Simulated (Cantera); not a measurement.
A perfectly stirred reactor is fed with C2H6 : N2 = 1 : 26 (molar parts), at 0.000118 atm; it is held at 1675 K, and followed from long to short residence time.

Detailed kinetics in Cantera: GRI-Mech 3.0 (53 species, 325 reactions). GRI-Mech 3.0 stops at C3 and has no aromatics, soot or wall deposition, so with more carbon than oxygen in the feed, carbon stays in small species such as C2H2 where larger ones or solid carbon would form. Radical loss at walls, strong at low pressure, is not modelled.

Q: What does this change do: pressure from 0.000118 atm to 1.00 atm?

A: 
```csv
quantity,before,after
x(C2H6) at τ = 0.950 s,0.00140,5.50e-6
x(H2) at τ = 0.950 s,0.0428,0.0617
x(CH3) at τ = 0.950 s,0.00550,5.61e-5
x(CH4) at τ = 0.950 s,0.00891,0.00495
x(CH2) at τ = 0.950 s,3.33e-5,3.08e-8
x(C2H6) at τ = 12.0 ms,0.0316,0.000223
x(H2) at τ = 12.0 ms,0.00106,0.0524
x(CH3) at τ = 12.0 ms,0.00722,0.000338
x(CH4) at τ = 12.0 ms,0.000304,0.0104
x(CH2) at τ = 12.0 ms,1.25e-5,4.68e-7
```
